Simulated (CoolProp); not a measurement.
n-nonane along the isobar 101 kPa: fugacity coefficient from the reference equation and from simpler models built on Tc = 594.5 K, pc = 2282 kPa, ω = 0.443; each cubic takes its own stable root.

Computed with CoolProp (reference Helmholtz-energy equation of state, Lemmon 2006). It is a short technical equation, of lower accuracy than the large ones.

```csv
T (K),phase,reference,van der Waals,Redlich-Kwong,Soave-Redlich-Kwong,Peng-Robinson
461.8,gas,0.9604,0.9762,0.9694,0.9646,0.9626
473.3,gas,0.9639,0.9775,0.9714,0.9672,0.9653
484.8,gas,0.9670,0.9787,0.9733,0.9697,0.9677
496.3,gas,0.9698,0.9799,0.9749,0.9719,0.9700
507.8,gas,0.9722,0.9809,0.9765,0.9739,0.9720
519.4,gas,0.9745,0.9819,0.9779,0.9758,0.9739
530.9,gas,0.9765,0.9828,0.9792,0.9775,0.9757
542.4,gas,0.9783,0.9836,0.9805,0.9791,0.9773
553.9,gas,0.9799,0.9844,0.9816,0.9806,0.9788
565.4,gas,0.9814,0.9852,0.9826,0.9820,0.9802
577,gas,0.9827,0.9859,0.9836,0.9832,0.9815
588.5,gas,0.9840,0.9865,0.9845,0.9844,0.9827
600,gas,0.9851,0.9872,0.9853,0.9855,0.9838
```
